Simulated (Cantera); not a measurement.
Reactions in the system C-F

Cantera with NASA thermochemical tables; ideal gases at 1 bar, condensed phases pure. Values are per mole of reaction as written; species without (g) are pure solids or liquids, kept so even where they would boil at 1 bar. The tables' values for C2F4 are old estimates.

CF3(g) ⇌ F(g) + CF2(g)

| T (K) | ΔH° (kJ) | ΔS° (J/K) | ΔG° (kJ) | log10 K |
|---|---|---|---|---|
| 300 | 367.7 | 134.6 | 327.3 | -56.99 |
| 600 | 369.8 | 139.7 | 285.9 | -24.89 |
| 650 | 369.9 | 139.9 | 278.9 | -22.42 |
| 700 | 370.0 | 140.1 | 271.9 | -20.29 |
| 750 | 370.1 | 140.2 | 264.9 | -18.45 |
| 800 | 370.1 | 140.2 | 257.9 | -16.84 |
| 850 | 370.1 | 140.2 | 250.9 | -15.42 |

4 CF3(g) ⇌ C + 3 CF4(g)

```csv
T (K),ΔH° (kJ),ΔS° (J/K),ΔG° (kJ),log10 K
300,-918.2,-270.4,-837.1,145.75
600,-918.0,-270.4,-755.7,65.79
650,-917.6,-269.8,-742.2,59.64
700,-917.2,-269.2,-728.7,54.38
750,-916.7,-268.6,-715.3,49.82
800,-916.2,-267.9,-701.9,45.83
850,-915.7,-267.3,-688.5,42.31
```

C2F4(g) ⇌ 2 C + 4 F(g)

```
T (K)  ΔH° (kJ)  ΔS° (J/K)  ΔG° (kJ)  log10 K
-----  --------  ---------  --------  -------
300       976.2      346.6     872.2  -151.86
600       982.1      360.9     765.6   -66.65
650       982.8      362.0     747.5   -60.07
700       983.4      362.9     729.4   -54.43
750       984.0      363.6     711.2   -49.53
800       984.5      364.3     693.0   -45.25
850       985.0      364.9     674.8   -41.47
```

C + CF4(g) ⇌ 2 CF2(g)

| T (K) | ΔH° (kJ) | ΔS° (J/K) | ΔG° (kJ) | log10 K |
|---|---|---|---|---|
| 300 | 569.1 | 214.6 | 504.7 | -87.88 |
| 600 | 569.2 | 215.3 | 440.0 | -38.31 |
| 650 | 568.9 | 214.8 | 429.3 | -34.50 |
| 700 | 568.5 | 214.2 | 418.6 | -31.23 |
| 750 | 568.1 | 213.6 | 407.9 | -28.41 |
| 800 | 567.6 | 213.0 | 397.2 | -25.93 |
| 850 | 567.1 | 212.4 | 386.6 | -23.75 |
